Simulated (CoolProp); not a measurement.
The numbers come from the reference Helmholtz-energy equation of state, Smukala 2000 in CoolProp.

Task: For ethylene, give the phase and the cp (kJ/(kg K)), cv (kJ/(kg K)) at 366.3 K and 0.396 MPa; 399.4 K and 7.34 MPa.

Result: 
- 366.3 K and 0.396 MPa: gas; cp 1.79, cv 1.48
- 399.4 K and 7.34 MPa: supercritical; cp 2.33, cv 1.66
